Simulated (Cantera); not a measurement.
An isothermal, constant-pressure homogeneous reactor starts with H₂ : O₂ = 0.091 : 1 (molar parts), equivalence ratio 0.045, at 1450 K and 0.00217 atm.

Cantera simulation using the H2/O2 subset of GRI-Mech 3.0, which has no nitrogen chemistry; the numbers are that mechanism's predictions, not measurements. Radical loss at walls, strong at low pressure, is not modelled. The temperature is held fixed by assumption; the heat of reaction is taken as removed at once.

### Question
Predict: x(H₂) at 6.00 s; x(O₂) at 6.00 s; x(HO₂) at 6.00 s; x(OH) at 6.00 s; x(H₂O₂) at 6.00 s; x(H₂O) at 6.00 s.

### Answer
```
Property                                             Result
-----------------  ----------------------------------------
x(H₂) at 6.00 s    0.000305 (gas-phase equilibrium 1.85e-6)
x(O₂) at 6.00 s         0.904 (gas-phase equilibrium 0.913)
x(HO₂) at 6.00 s    2.02e-7 (gas-phase equilibrium 8.15e-8)
x(OH) at 6.00 s    0.00397 (gas-phase equilibrium 0.000311)
x(H₂O₂) at 6.00 s  6.60e-9 (gas-phase equilibrium 6.00e-10)
x(H₂O) at 6.00 s      0.0840 (gas-phase equilibrium 0.0869)
```
